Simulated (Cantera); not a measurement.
A closed system holds: 1 mol Ta₂O₅, 1.3 mol C, 0.17 mol H₂, held at 0.100 bar.

Cantera equilibrium calculation (NASA polynomials, part measured and part estimated; ideal gas, pure solids and liquids). Candidate condensed phases: C, C₆H₆, C₇H₈, C₈H₁₈, H₂O, Ta, TaC, Ta₂O₅; 113 gas species. Mutual solubility and eutectic melting of coexisting phases are not modelled. TaC: taken at fixed stoichiometry. Condensed phases not in the tables: Ta₂C. Rates play no part.

At 1025 K, list the 4 most abundant gas species with their mole fractions, and the condensed phases.

H₂ 0.984, CO 0.00862, CH₄ 0.00712, H₂O 0.000225. Condensed: C(graphite) + TaC(s) + Ta₂O₅(s).
